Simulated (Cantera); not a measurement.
A perfectly stirred reactor is fed with H₂ : O₂ : N₂ = 1 : 0.649 : 2.44 (molar parts), at 6.20 bar; it is adiabatic with a 425 K inlet, and is followed from long to short residence time, starting on the burning branch (τ in s: 0.27, 0.13, 0.064, 0.031, 0.015, 0.0071, 0.0034, 0.0017, 0.0008, 0.00038, 0.00019, 8.9e-05, 4.3e-05).

Model: GRI-Mech 3.0 (53 species, 325 reactions), integrated in Cantera. The hydrogen kinetics of GRI-Mech 3.0 are dated; newer H2 mechanisms differ, most at raised pressure.

x: mole fraction; the columns are a selection and need not sum to one.

| τ (s) | T (K) | x H₂ | x O₂ | x H₂O₂ | x HO₂ | x H |
|---|---|---|---|---|---|---|
| 0.27 | 2229 | 0.000778 | 0.0386 | 4.96e-7 | 4.79e-6 | 7.51e-5 |
| 0.13 | 2230 | 0.000788 | 0.0390 | 5.01e-7 | 4.86e-6 | 7.66e-5 |
| 0.064 | 2232 | 0.000806 | 0.0394 | 5.08e-7 | 4.96e-6 | 7.92e-5 |
| 0.031 | 2233 | 0.000837 | 0.0399 | 5.17e-7 | 5.10e-6 | 8.35e-5 |
| 0.015 | 2234 | 0.000895 | 0.0402 | 5.29e-7 | 5.28e-6 | ___ |
| 0.0071 | 2233 | 0.00101 | 0.0404 | 5.46e-7 | 5.59e-6 | ___ |
| 0.0034 | 2230 | 0.00123 | 0.0406 | 5.78e-7 | 6.16e-6 | ___ |
| 0.0017 | 2225 | 0.00160 | 0.0406 | 6.31e-7 | 7.17e-6 | ___ |
| 0.00080 | 2216 | 0.00230 | 0.0407 | 7.28e-7 | 9.24e-6 | ___ |
| 0.00038 | 2200 | 0.00344 | 0.0409 | 8.80e-7 | 1.29e-5 | ___ |
| 0.00019 | 2178 | 0.00508 | 0.0413 | 1.08e-6 | 1.88e-5 | ___ |
| 8.9e-5 | 2142 | 0.00774 | 0.0420 | 1.37e-6 | 2.91e-5 | ___ |
| 4.3e-5 | 2092 | 0.0113 | 0.0432 | 1.73e-6 | 4.47e-5 | ___ |

Task: Fill in the missing entries.

Result: 
- 0.015, x H: 9.11e-5
- 0.0071, x H: 0.000106
- 0.0034, x H: 0.000138
- 0.0017, x H: 0.000197
- 0.00080, x H: 0.000330
- 0.00038, x H: 0.000597
- 0.00019, x H: 0.00108
- 8.9e-5, x H: 0.00206
- 4.3e-5, x H: 0.00376
